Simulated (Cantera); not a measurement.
Feed: 1 mol LiOH, 13 mol O₂, equilibrated at 13.0 mbar.

These are equilibrium values from Cantera (NASA tables, ideal gas, pure condensed phases), not measurements of a reactor. Candidate condensed phases: H₂O, Li, LiH, LiOH, Li₂O; 17 gas species. Rates play no part.

x: gas mole fraction; n: condensed amount in mol.

| T (K) | x O₂ | x LiOH | x O | x Li | x H₂O | x OH | n Li₂O(s) |
|---|---|---|---|---|---|---|---|
| 1598 | 0.934 | 0.0562 | 0.000120 | 9.89e-5 | … | 0.000208 | 0.0907 |
| 1648 | 0.929 | 0.0626 | 0.000214 | 0.000272 | … | 0.000225 | 0.0170 |
| 1698 | 0.928 | 0.0632 | 0.000370 | 0.000511 | 0.00392 | 0.000305 | 0 |
| 1748 | 0.927 | 0.0626 | 0.000619 | 0.000846 | 0.00415 | 0.000436 | 0 |
| 1798 | 0.926 | 0.0619 | 0.00101 | 0.00135 | 0.00440 | 0.000613 | 0 |
| 1848 | 0.925 | 0.0610 | 0.00160 | 0.00209 | 0.00470 | 0.000851 | 0 |
| 1898 | 0.924 | 0.0598 | 0.00247 | 0.00313 | 0.00505 | 0.00117 | 0 |
| 1948 | 0.922 | 0.0584 | 0.00374 | 0.00454 | 0.00547 | 0.00158 | 0 |
| 1998 | 0.919 | 0.0567 | 0.00554 | 0.00636 | … | 0.00212 | 0 |
| 2048 | 0.915 | 0.0545 | 0.00804 | 0.00864 | … | 0.00282 | 0 |
| 2098 | 0.910 | 0.0519 | 0.0115 | 0.0114 | … | 0.00371 | 0 |
| 2148 | 0.903 | 0.0488 | 0.0161 | 0.0146 | … | 0.00484 | 0 |
| 2198 | 0.895 | 0.0452 | 0.0222 | 0.0181 | … | 0.00621 | 0 |

Question: Fill in the missing entries.

Answer: 
- 1598, x H₂O: 0.00771
- 1648, x H₂O: 0.00431
- 1998, x H₂O: 0.00597
- 2048, x H₂O: 0.00656
- 2098, x H₂O: 0.00723
- 2148, x H₂O: 0.00797
- 2198, x H₂O: 0.00872
